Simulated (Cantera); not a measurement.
**Low-pressure radical oxidation in H2/O2**

A perfectly stirred reactor is fed with H₂ : O₂ = 0.095 : 0.79 (molar parts), at 9.75 Torr; it is held at 1125 K, and followed from long to short residence time.

Computed with Cantera and GRI-Mech 3.0 (53 species, 325 reactions). Radical loss at walls, strong at low pressure, is not modelled. The temperature is held fixed by assumption; the heat of reaction is taken as removed at once.

```csv
τ (s),x H₂,x O₂,x H₂O,x HO₂,x OH,x H
11,9.73e-5,0.886,0.113,1.50e-6,0.000534,3.22e-5
4.0,0.000183,0.885,0.113,2.27e-6,0.000750,8.83e-5
1.4,0.000350,0.884,0.112,3.27e-6,0.00107,0.000250
0.50,0.000652,0.882,0.111,4.40e-6,0.00151,0.000683
0.18,0.00119,0.878,0.110,5.53e-6,0.00213,0.00180
0.063,0.00220,0.871,0.106,6.53e-6,0.00298,0.00462
0.022,0.00399,0.860,0.0997,7.17e-6,0.00405,0.0105
0.0079,0.00715,0.848,0.0903,7.38e-6,0.00521,0.0190
0.0028,0.0135,0.842,0.0784,7.25e-6,0.00643,0.0265
0.0010,0.0273,0.846,0.0627,6.79e-6,0.00735,0.0280
0.00035,0.0572,0.863,0.0375,5.66e-6,0.00650,0.0191
```
x: mole fraction; the columns are a selection and need not sum to one.
